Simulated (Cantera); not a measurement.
A closed system holds: 1 mol BN, 0.52 mol O2, 71 mol N2, 0.99 mol H2O, at 2048.15 K and 2.10 Pa.

Equilibrium computed with Cantera from the NASA thermochemical tables; the gas is ideal and each condensed phase is pure. Rates play no part.

```
species    before     after
-------  --------  --------
N2          0.958     0.963
H          0.0198    0.0167
BO        0.00703   0.00498
H2O      0.000468  0.000852
HBO2      0.00183   0.00315
O         0.00535   0.00353
B2O3     0.000803   0.00122
H2        0.00164   0.00221
NO       0.000536  0.000447
```
Gas species are given as mole fractions.

Q: Which change was made?
A) temperature from 2048.15 K to 2000 K
B) pressure from 2.10 Pa to 1.33 mbar
C) pressure from 2.10 Pa to 13.3 mbar
D) H2O from 0.99 to 0.43 mol

A: A, temperature from 2048.15 K to 2000 K
